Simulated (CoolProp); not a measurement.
A single-stage vapour-compression cycle with the fluid: evaporating at 256.15 K (dew point), condensing at 278.15 K (bubble point), superheat 5 K, subcooling 5 K, compressor efficiency 0.9, no pressure losses. The same conditions are run with several fluids, on thermodynamics alone (safety and materials aside).

Values from CoolProp's reference Helmholtz-energy equation of state of each fluid (n-pentane: Thol 2019; ammonia: Gao 2020; R507A: Lemmon 2003; propylene: Lemmon 2013; n-perfluorobutane: Gao 2022; R143a: Lemmon and Jacobsen 2000). Blends and air are pseudo-pure fits.

| fluid | cooling COP | pressure ratio | discharge temperature (K) | refrigerating effect (kJ/kg) | volumetric capacity (kJ/m³) |
|---|---|---|---|---|---|
| n-pentane | 10.1 | 2.88 | 285.2 | 367 | 131 |
| ammonia | 9.62 | 2.38 | 324.3 | 1250 | 2220 |
| R507A | 9.66 | 2.08 | 287.5 | 158 | 2800 |
| propylene | 9.77 | 1.99 | 292.4 | 369 | 2630 |
| n-perfluorobutane | 9.70 | 2.51 | 278.2 | 87.8 | 526 |
| R143a | 9.69 | 2.05 | 289.1 | 184 | 2780 |

The compression ends wet for: n-perfluorobutane.
